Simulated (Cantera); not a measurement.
**Iron carbonyl, mercury and lead vapours: Pb + H2**

Feed: 1 mol Pb, 0.58 mol H2, at 44.0 Pa.

Equilibrium computed with Cantera from the NASA thermochemical tables; the gas is ideal and each condensed phase is pure. Candidate condensed phases: Pb; 4 gas species. The numbers say what is thermodynamically allowed, not how fast it happens.

```tsv
T (K)	log p H2	log p Pb	log p H	log p Pb2	n Pb(l)
898	-3.36	-5.89	-11.64	-12.13	0.998
948	-3.36	-5.32	-10.96	-11.18	0.994
998	-3.37	-4.81	-10.35	-10.32	0.979
1048	-3.40	-4.35	-9.81	-9.55	0.934
1098	-3.49	-3.93	-9.35	-8.86	0.790
1148	-3.79	-3.56	-9.04	-8.23	0
1198	-3.79	-3.56	-8.62	-8.34	0
1248	-3.79	-3.56	-8.23	-8.45	0
1298	-3.79	-3.56	-7.87	-8.55	0
1348	-3.79	-3.56	-7.53	-8.64	0
1398	-3.79	-3.56	-7.22	-8.72	0
```
log p: log10 of the partial pressure in bar; n: condensed amount in mol.

From 898 K to 1098 K the condensed part is Pb(l). From 1148 K to 1398 K nothing is condensed. The main Pb-bearing gas is Pb throughout.
